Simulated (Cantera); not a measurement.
An adiabatic, constant-volume homogeneous reactor starts with C₃H₈ : O₂ : N₂ = 1 : 7.46 : 28.1 (molar parts), at 1500 K and 0.560 bar. Integrator tolerance rtol = 1e-08.

Computed with Cantera and GRI-Mech 3.0 (53 species, 325 reactions). GRI-Mech 3.0 was tuned for natural gas; its chemistry of propane as a main component is partial and can be far from experiment.

Q: What does this change do: constant pressure in place of constant volume?

A: 
```json
[
 {"quantity": "time of steepest temperature rise", "before": "0.102 ms", "after": "0.112 ms"},
 {"quantity": "temperature at 6.00 s", "before": "2728 K", "after": "2568 K"},
 {"quantity": "equilibrium temperature", "before": "2728 K", "after": "2568 K"},
 {"quantity": "x(C₃H₈) at 6.00 s", "before": "<1e-12 (gas-phase equilibrium <1e-12)", "after": "<1e-12 (gas-phase equilibrium <1e-12)"},
 {"quantity": "x(O₂) at 6.00 s", "before": "0.0612 (gas-phase equilibrium 0.0612)", "after": "0.0618 (gas-phase equilibrium 0.0618)"},
 {"quantity": "x(C₂H) at 6.00 s", "before": "<1e-12 (gas-phase equilibrium <1e-12)", "after": "<1e-12 (gas-phase equilibrium <1e-12)"},
 {"quantity": "x(NO₂) at 6.00 s", "before": "6.87e-6 (gas-phase equilibrium 6.87e-6)", "after": "4.54e-6 (gas-phase equilibrium 4.54e-6)"},
 {"quantity": "x(H₂) at 6.00 s", "before": "0.00554 (gas-phase equilibrium 0.00554)", "after": "0.00406 (gas-phase equilibrium 0.00406)"},
 {"quantity": "x(C₂H₄) at 6.00 s", "before": "<1e-12 (gas-phase equilibrium <1e-12)", "after": "<1e-12 (gas-phase equilibrium <1e-12)"},
 {"quantity": "x(CO₂) at 6.00 s", "before": "0.0541 (gas-phase equilibrium 0.0541)", "after": "0.0610 (gas-phase equilibrium 0.0610)"}
]
```
